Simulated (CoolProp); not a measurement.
The numbers come from the reference Helmholtz-energy equation of state, Schroeder 2014 in CoolProp.

Give the vapour pressure (MPa), liquid density (kg/m³), enthalpy of vaporisation (kJ/kg), vapour Z of saturated ethanol at 348.5 K.


```csv
T (K),p (MPa),liquid density (kg/m³),enthalpy of vaporisation (kJ/kg),vapour Z
348.5,0.0897,739,855,0.970
```
